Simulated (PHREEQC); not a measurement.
Dissolve 36 mmol/kgw TMAH, 6 mmol/kgw CO2 and 7.4 mmol/kgw (CH3)4NCl at 25 °C. Closed to the air; pH follows from the charge balance.

Model: ion-association model, phreeqc.dat, run in PHREEQC.

### Question
The ionic strength comes out as 0.0494 mol/kgw. What activity coefficients do OH-, Cl-, CO3-2, HCO3- get?

### Answer
OH- 0.81, Cl- 0.81, CO3-2 0.47, HCO3- 0.83.

This is a speciation only: nothing precipitates in the calculation. Species that the database lacks are ignored. (CH3)4N+ isn't in the database: it is added as a free cation with an ion size of 4 Å.
